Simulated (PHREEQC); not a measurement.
0.17 g of hydrous ferric oxide (600 m²/g; 0.2 weak and 0.005 strong sites per Fe, Dzombak-Morel constants, diffuse double layer) in 1 kg of water with 0.001 mol/kgw of an inert sodium salt and 1e-05 mol ZnCl2 and 0.0006 mol NaH2PO4, at 25 °C; the pH is set by adding NaOH or the inert anion's acid. Oxygen is held at 0.21 atm. CO2 from the air is kept out. Precipitation was switched off in this run.

Base run: PHREEQC, ion-association model, wateq4f.dat. Each further column changes one thing. The table gives P sorbed (%).

| pH | base | no electrostatic term (-no_edl) | background salt from 0.001 to 0.0001 mol/kgw | oxide from 0.17 to 0.85 g/kgw |
|---|---|---|---|---|
| 4 | 61.4 | 55.8 | 61.5 | 100.0 |
| 5 | 57.5 | 56.4 | 57.6 | 100.0 |
| 5.5 | 54.2 | 57.4 | 54.2 | 100.0 |
| 6 | 50.1 | 59.2 | 50.1 | 100.0 |
| 7 | 39.8 | 62.0 | 39.8 | 99.8 |
| 8 | 28.3 | 62.2 | 28.3 | 93.8 |
| 8.5 | 20.7 | 61.8 | 20.7 | 76.9 |
| 9 | 12.4 | 60.7 | 12.4 | 50.2 |
| 10 | 1.7 | 51.7 | 1.6 | 7.3 |

H3PO4, which wateq4f.dat lacks, is added to it with the constant of phreeqc.dat. The database has no phosphate complexes of Zn.
